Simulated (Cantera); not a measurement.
## Adiabatic ignition

An adiabatic, constant-pressure homogeneous reactor starts with CO : H2 : O2 : N2 = 1 : 0.055 : 0.909 : 6.28 (molar parts), equivalence ratio 0.58, at 1398 K and 10.0 bar.

Model: GRI-Mech 3.0 (53 species, 325 reactions), integrated in Cantera. The hydrogen kinetics of GRI-Mech 3.0 are dated; newer H2 mechanisms differ, most at raised pressure.

```
t (s)     T (K)     x CO      x H2    x O2      x NO       x O
--------  -----  -------  --------  ------  --------  --------
1.00e-6    1398    0.121   0.00667   0.110    <1e-12   1.06e-7
2.89e-6    1398    0.121   0.00667   0.110    <1e-12   7.05e-7
8.38e-6    1399    0.121   0.00654   0.110  9.66e-11   7.02e-5
2.42e-5    1640   0.0934  0.000173  0.0916   2.38e-6   0.00419
7.02e-5    2175   0.0227  0.000171  0.0577   9.24e-5   0.00415
0.000203   2314  0.00699   5.72e-5  0.0518  0.000268   0.00110
0.000588   2347  0.00313   2.80e-5  0.0502  0.000492  0.000509
0.00170    2348  0.00282   2.57e-5  0.0498  0.000959  0.000464
0.00492    2346  0.00279   2.55e-5  0.0492   0.00215  0.000455
0.0143     2341  0.00274   2.52e-5  0.0480   0.00461  0.000436
0.0412     2335  0.00269   2.48e-5  0.0466   0.00731  0.000417
0.119      2334  0.00268   2.47e-5  0.0463   0.00801  0.000412
0.346      2333  0.00268   2.47e-5  0.0463   0.00802  0.000412
1.00       2333  0.00268   2.47e-5  0.0463   0.00802  0.000412
```
x: mole fraction; the columns are a selection and need not sum to one.

The time of steepest temperature rise is 15.2 µs. The temperature at 1.00 s is 2333 K. The equilibrium temperature is 2333 K, the x(CO) at 1.00 s is 0.00268 (gas-phase equilibrium 0.00268) and the x(H2) at 1.00 s is 2.47e-5 (gas-phase equilibrium 2.47e-5). The x(O2) at 1.00 s comes out as 0.0463 (gas-phase equilibrium 0.0463).
